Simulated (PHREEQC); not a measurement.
Consider water at 40 °C with 6.8 mmol/kgw KF. Closed to the air; pH follows from the charge balance.

Equilibrium calculation in PHREEQC: ion-association model, phreeqc.dat.

This is a speciation only: nothing precipitates in the calculation.

Problem. What pH, specific conductance does the model give?

Solution. pH 7.32; specific conductance 1120 µS/cm.

Complexes and solids missing from the database can't appear. At this temperature some constants are extrapolated from 25 °C, and those without enthalpy data are left unchanged.
